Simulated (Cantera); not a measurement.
Input (Python, Cantera) and output of one run.

```python
import numpy as np
import cantera as ct

gas_names = """
    Fe FeO Fe(OH)2 H HNO HNO2 HNO3 HO2 H2 H2O H2O2 N NH NH2 NH3 NH2OH NO NO2 NO3 N2 N2H2 N2H4 N2O O OH
    O2 O3
""".split()
cond_names = """
    Fe(a) Fe(c) Fe(d) Fe(L) FeO(s) FeO(L) Fe(OH)2(s) Fe(OH)3(s) Fe2O3(s) Fe3O4(s) H2O(s) H2O(L)
""".split()


def load(file, names, dense=False):
    # The tables refer to 1 bar. Condensed volumes are neglected.
    table = {s.name: s for s in ct.Species.list_from_file(file)}
    out = []
    for n in names:
        d = dict(table[n].input_data)
        d["thermo"] = dict(d["thermo"], **{"reference-pressure": 1e5})
        if dense:
            d["equation-of-state"] = {"model": "constant-volume", "density": "1e6 g/cm^3"}
        out.append(ct.Species.from_dict(d))
    return out


gas = ct.Solution(thermo="ideal-gas", species=load("nasa_gas.yaml", gas_names))
cond = {s.name: ct.Solution(thermo="fixed-stoichiometry", species=[s], name=s.name)
        for s in load("nasa_condensed.yaml", cond_names, dense=True)}
atoms = {
    'Fe': {'Fe': 1},
    'H2O': {'H': 2, 'O': 1},
    'N2': {'N': 2},
}
top_T = {'Fe2O3(s)': 1830, 'Fe3O4(s)': 1870}  # K; cautious upper limits of use, not melting points


def equilibrate(T, P, feed):
    n = {}
    for name, mol in feed.items():
        for a, k in atoms[name].items():
            n[a] = n.get(a, 0.0) + k * mol
    gas.TPX = T, P, n
    mass = sum(n.values()) * gas.mean_molecular_weight
    gas.equilibrate("TP")
    valid = [c for c in cond.values() if c.min_temp <= T <= top_T.get(c.name, c.max_temp)]
    mix = ct.Mixture([(gas, mass / gas.mean_molecular_weight)] + [(c, 0.0) for c in valid])
    mix.T, mix.P = T, P
    mix.equilibrate("TP", solver="gibbs", rtol=1e-10, max_steps=50000)
    return mix


results = []
T = 1225  # K
P = 1500  # Pa
for m in [0.14, 0.24, 0.34, 0.44, 0.53, 0.63, 0.73, 0.83, 0.93, 1, 1.1, 1.2]:
    feed = {'Fe': 1, 'H2O': m, 'N2': 32}  # mol
    mix = equilibrate(T, P, feed)
    results.append((T, P, feed, dict(zip(mix.species_names, mix.species_moles))))
    x = sorted(zip(gas.X, gas.species_names), reverse=True)
    print(f"T = {T:g} K  P = {P:g} Pa  n(H2O) = {m:g} mol  gas = {mix.phase_moles(0):.4g} mol")
    print("   x: " + "  ".join(f"{s} {v:.3e}" for v, s in x if v > 1e-06))
    print("   condensed (mol): " + ("  ".join(f"{mix.phase(i).name} {mix.phase_moles(i):.4g}"
          for i in range(1, mix.n_phases) if mix.phase_moles(i) > 1e-12) or "none"))
```

Result:

```
T = 1225 K  P = 1500 Pa  n(H2O) = 0.14 mol  gas = 32.14 mol
   x: N2 9.956e-01  H2 3.377e-03  H2O 9.793e-04
   condensed (mol): Fe(c) 0.8915  FeO(s) 0.1085
T = 1225 K  P = 1500 Pa  n(H2O) = 0.24 mol  gas = 32.24 mol
   x: N2 9.926e-01  H2 5.771e-03  H2O 1.674e-03
   condensed (mol): Fe(c) 0.814  FeO(s) 0.186
T = 1225 K  P = 1500 Pa  n(H2O) = 0.34 mol  gas = 32.34 mol
   x: N2 9.895e-01  H2 8.150e-03  H2O 2.364e-03
   condensed (mol): Fe(c) 0.7364  FeO(s) 0.2636
T = 1225 K  P = 1500 Pa  n(H2O) = 0.44 mol  gas = 32.44 mol
   x: N2 9.864e-01  H2 1.051e-02  H2O 3.049e-03
   condensed (mol): Fe(c) 0.6589  FeO(s) 0.3411
T = 1225 K  P = 1500 Pa  n(H2O) = 0.53 mol  gas = 32.53 mol
   x: N2 9.837e-01  H2 1.263e-02  H2O 3.663e-03
   condensed (mol): Fe(c) 0.5892  FeO(s) 0.4108
T = 1225 K  P = 1500 Pa  n(H2O) = 0.63 mol  gas = 32.63 mol
   x: N2 9.807e-01  H2 1.497e-02  H2O 4.341e-03
   condensed (mol): Fe(c) 0.5116  FeO(s) 0.4884
T = 1225 K  P = 1500 Pa  n(H2O) = 0.73 mol  gas = 32.73 mol
   x: N2 9.777e-01  H2 1.729e-02  H2O 5.014e-03
   condensed (mol): Fe(c) 0.4341  FeO(s) 0.5659
T = 1225 K  P = 1500 Pa  n(H2O) = 0.83 mol  gas = 32.83 mol
   x: N2 9.747e-01  H2 1.960e-02  H2O 5.684e-03
   condensed (mol): Fe(c) 0.3566  FeO(s) 0.6434
T = 1225 K  P = 1500 Pa  n(H2O) = 0.93 mol  gas = 32.93 mol
   x: N2 9.718e-01  H2 2.189e-02  H2O 6.349e-03
   condensed (mol): Fe(c) 0.2791  FeO(s) 0.7209
T = 1225 K  P = 1500 Pa  n(H2O) = 1 mol  gas = 33 mol
   x: N2 9.697e-01  H2 2.349e-02  H2O 6.813e-03
   condensed (mol): Fe(c) 0.2248  FeO(s) 0.7752
T = 1225 K  P = 1500 Pa  n(H2O) = 1.1 mol  gas = 33.1 mol
   x: N2 9.668e-01  H2 2.576e-02  H2O 7.471e-03
   condensed (mol): Fe(c) 0.1473  FeO(s) 0.8527
T = 1225 K  P = 1500 Pa  n(H2O) = 1.2 mol  gas = 33.2 mol
   x: N2 9.639e-01  H2 2.802e-02  H2O 8.126e-03
   condensed (mol): Fe(c) 0.06978  FeO(s) 0.9302
```

Cantera equilibrium calculation (NASA polynomials, part measured and part estimated; ideal gas, pure solids and liquids). Mutual solubility and eutectic melting of coexisting phases are not modelled. The tables' stoichiometric FeO is somewhat more stable than real wüstite, so its field is too wide. FeO: taken at fixed stoichiometry.
